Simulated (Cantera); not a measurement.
**BaCl2 + H2O + H2 (halide evaporation, hydrolysis and transport)**

Feed: 1 mol BaCl2, 5.3 mol H2O, 130 mol H2, at 4.80 Pa.

Method: chemical equilibrium by Gibbs-energy minimisation in Cantera with the NASA 1993 tables (ideal gas, pure condensed phases). Candidate condensed phases: Ba, BaCl2, BaO, Ba(OH)2, H2O; 19 gas species. The numbers say what is thermodynamically allowed, not how fast it happens.

```
T (K)  log p H2  log p H  log p H2O  log p HCl  log p BaCl2  log p Cl  log p Ba
-----  --------  -------  ---------  ---------  -----------  --------  --------
1650      -4.35    -6.21      -5.73      -7.10        -6.54     -9.08     -8.01
1700      -4.35    -6.01      -5.74      -6.99        -6.57     -8.76     -7.81
1750      -4.36    -5.81      -5.74      -6.89        -6.61     -8.46     -7.63
1800      -4.36    -5.63      -5.74      -6.80        -6.66     -8.18     -7.47
1850      -4.37    -5.46      -5.75      -6.71        -6.72     -7.91     -7.32
1900      -4.39    -5.30      -5.76      -6.64        -6.80     -7.67     -7.19
1950      -4.41    -5.15      -5.78      -6.59        -6.89     -7.45     -7.08
2000      -4.44    -5.01      -5.79      -6.55        -7.02     -7.25     -6.97
2050      -4.48    -4.89      -5.82      -6.54        -7.17     -7.07     -6.89
2100      -4.54    -4.78      -5.86      -6.55        -7.36     -6.92     -6.82
2150      -4.60    -4.68      -5.91      -6.58        -7.60     -6.79     -6.77
2200      -4.69    -4.59      -6.00      -6.65        -7.88     -6.69     -6.74
```
log p: log10 of the partial pressure in bar; nothing condenses.

From 1650 K to 2200 K nothing is condensed. The main Ba-bearing gas is BaCl2 at 1650 K and Ba at 2200 K.
